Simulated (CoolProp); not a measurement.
A single-stage vapour-compression cycle with R134a: evaporating at 207.15 K (dew point), condensing at 246.15 K (bubble point), superheat 2 K, subcooling 5 K, compressor efficiency 0.7, no pressure losses. Each further row changes one setting.

Computed with CoolProp (reference Helmholtz-energy equation of state, Tillner-Roth 1994).

```
case                              cooling COP  pressure ratio  discharge temperature (K)  refrigerating effect (kJ/kg)  volumetric capacity (kJ/m³)
--------------------------------  -----------  --------------  -------------------------  ----------------------------  ---------------------------
as stated                                3.31            9.14                      292.0                           201                          126
evaporating temperature 212.15 K         3.97            6.52                      284.8                           204                          176
condensing temperature 241.15 K          3.88            7.22                      282.9                           207                          130
subcooling 10 K                          3.42            9.14                      292.0                           207                          130
superheat 12 K                           3.28            9.14                      303.4                           207                          124
compressor efficiency 0.6                2.84            9.14                      303.9                           201                          126
```
